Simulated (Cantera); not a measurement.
A closed system holds: 1 mol SiH2Cl2, 26 mol H2, 0.051 mol HCl, equilibrated at 13.3 mbar.

Equilibrium computed with Cantera from the NASA thermochemical tables; the gas is ideal and each condensed phase is pure. Candidate condensed phases: Si; 19 gas species. Gases not in the tables: Si2H6 and higher silanes. Rates play no part.

Question: Which condensed phases are stable at each of these points (T (K)): 1950, 2000, 2050, 2100, 2150, 2200, 2250, 2300, 2350, 2400, 2450, 2500, 2550?

Answer: 
| T (K) | condensed phases | Si condensed (%) |
|---|---|---|
| 1950 | Si(l) | 69.4 |
| 2000 | Si(l) | 65.1 |
| 2050 | Si(l) | 57.4 |
| 2100 | Si(l) | 44.0 |
| 2150 | Si(l) | 21.6 |
| 2200 | gas only | 0.0 |
| 2250 | gas only | 0.0 |
| 2300 | gas only | 0.0 |
| 2350 | gas only | 0.0 |
| 2400 | gas only | 0.0 |
| 2450 | gas only | 0.0 |
| 2500 | gas only | 0.0 |
| 2550 | gas only | 0.0 |

From 1950 K to 2150 K the condensed part is Si(l). From 2200 K to 2550 K nothing is condensed.
